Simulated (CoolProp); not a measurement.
Vapour-liquid equilibrium of acetone (1) + n-decane (2) at 162.35 °C; x and y are mole fractions of (1).

Computed with CoolProp (multi-fluid Helmholtz-energy mixture model, Lemmon 2006 and Lemmon 2006; pair parameters Bell 2016).

Problem. Give the bubble pressure and the first vapour's composition at x = 0.55, 0.65, 0.95. Is there an azeotrope?

Solution. x = 0.55: 8.984 bar, y = 0.932; x = 0.65: 10.01 bar, y = 0.945; x = 0.95: 13.67 bar, y = 0.990. No azeotrope shows between x = 0.05 and 0.95.

Pair parameters are fitted to limited data, so mixtures are less certain than the pure fluids. The gap from Raoult's law changes sign with composition, which may be real or a fault of the pair parameters; it wasn't checked against measurements.
